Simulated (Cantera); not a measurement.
Charge: 1 mol HF, 0.64 mol O2, equilibrated at 2877 °C and 0.0133 bar.

Method: chemical equilibrium by Gibbs-energy minimisation in Cantera with the NASA 1993 tables (ideal gas, pure condensed phases). Candidate condensed phases: H2O; 22 gas species. Equilibrium is a limit: real reactors are often held back by kinetics, nucleation or transport.

Base state: O 0.401, HF 0.307, F 0.116, H 0.0959, O2 0.0628, OH 0.0142, H2 0.00204, H2O 0.000815 (mole fractions); condensed: gas only.

Q: What changes in the equilibrium state with this change: temperature from 2877 °C to 627 °C?

A: 
```
species    before    after
-------  --------  -------
HF          0.307    0.610
O2         0.0628    0.390
F           0.116  1.93e-8
O           0.401    <1e-9
H          0.0959    <1e-9
OH         0.0142    <1e-9
H2        0.00204    <1e-9
H2O      0.000815  9.64e-9
```
